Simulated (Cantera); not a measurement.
Input (Python, Cantera):

```python
import numpy as np
import cantera as ct

gas = ct.Solution("gri30.yaml")
gas.TPX = 1475, 1000000, {'CH4': 1, 'O2': 2, 'N2': 22, 'CO2': 5.3}
reactor = ct.IdealGasConstPressureReactor(gas, energy="on", clone=False)
net = ct.ReactorNet([reactor])
net.rtol, net.atol = 1e-08, 1e-16
show = ['CH4', 'O2', 'CO2', 'C2H2', 'N2O', 'C2H4']
times = np.geomspace(1e-06, 4, 16)

steps = ct.SolutionArray(gas, extra=["t"])
rows = []
print(f"{'t/s':>10s}{'T/K':>9s}{'P/Pa':>11s}" + "".join(f"{s:>11s}" for s in show))
for t in times:
    while net.time < t:
        t_next = net.step()
        steps.append(gas.state, t=t_next)
    rows.append([np.interp(t, steps.t, y) for y in (steps.T, steps.P, *steps(*show).X.T)])
    print(f"{t:10.3e}{rows[-1][0]:9.1f}{rows[-1][1]:11.4g}" + "".join(f"{x:11.3e}" for x in rows[-1][2:]))
rate = np.gradient(steps.T, steps.t)
print("integrator steps:", len(steps.t))
if steps.T.max() > steps.T[0] + 200:
    print(f"time of steepest temperature rise: {steps.t[rate.argmax()]:.4e} s")
gas.TPX = 1475, 1000000, {'CH4': 1, 'O2': 2, 'N2': 22, 'CO2': 5.3}
gas.equilibrate("HP")
print(f"equilibrium (HP): T = {gas.T:.1f} K  " + "  ".join(f"{s} {gas[s].X[0]:.3e}" for s in show))
```

It prints:

```
       t/s      T/K       P/Pa        CH4         O2        CO2       C2H2        N2O       C2H4
 1.000e-06   1475.0      1e+06  3.300e-02  6.601e-02  1.749e-01  3.252e-19  2.499e-13  1.003e-13
 2.755e-06   1475.0      1e+06  3.300e-02  6.601e-02  1.749e-01  3.590e-17  1.245e-12  3.713e-12
 7.591e-06   1475.0      1e+06  3.300e-02  6.601e-02  1.749e-01  3.160e-15  7.181e-12  1.142e-10
 2.091e-05   1475.0      1e+06  3.300e-02  6.600e-02  1.749e-01  3.040e-13  4.301e-11  3.907e-09
 5.762e-05   1475.0      1e+06  3.297e-02  6.599e-02  1.749e-01  4.014e-11  2.211e-10  1.571e-07
 1.587e-04   1475.5      1e+06  3.281e-02  6.591e-02  1.749e-01  3.731e-09  1.008e-09  3.237e-06
 4.373e-04   1479.4      1e+06  3.180e-02  6.531e-02  1.749e-01  2.280e-07  6.274e-09  4.964e-05
 1.205e-03   2037.4      1e+06  2.903e-17  5.240e-03  1.963e-01  2.137e-20  6.491e-07  4.033e-25
 3.320e-03   2082.1      1e+06  3.051e-18  2.243e-03  2.029e-01  8.239e-23  1.849e-07  1.107e-27
 9.146e-03   2086.3      1e+06  2.436e-18  1.944e-03  2.036e-01 -7.284e-23  1.488e-07  1.024e-27
 2.520e-02   2086.3      1e+06  2.449e-18  1.923e-03  2.036e-01  5.535e-23  1.474e-07  5.923e-28
 6.942e-02   2085.9      1e+06  2.521e-18  1.888e-03  2.035e-01  5.683e-23  1.460e-07  6.137e-28
 1.913e-01   2085.0      1e+06  2.696e-18  1.808e-03  2.035e-01  6.030e-23  1.431e-07  6.651e-28
 5.270e-01   2083.8      1e+06  2.961e-18  1.700e-03  2.034e-01  6.538e-23  1.396e-07  7.435e-28
 1.452e+00   2083.4      1e+06  3.059e-18  1.664e-03  2.034e-01  6.724e-23  1.385e-07  7.729e-28
 4.000e+00   2083.4      1e+06  3.061e-18  1.663e-03  2.034e-01  6.728e-23  1.385e-07  7.734e-28
integrator steps: 2001
time of steepest temperature rise: 9.8150e-04 s
equilibrium (HP): T = 2083.4 K  CH4 3.531e-18  O2 1.663e-03  CO2 2.034e-01  C2H2 7.112e-23  N2O 1.385e-07  C2H4 8.216e-28
```

Detailed kinetics in Cantera: GRI-Mech 3.0 (53 species, 325 reactions).
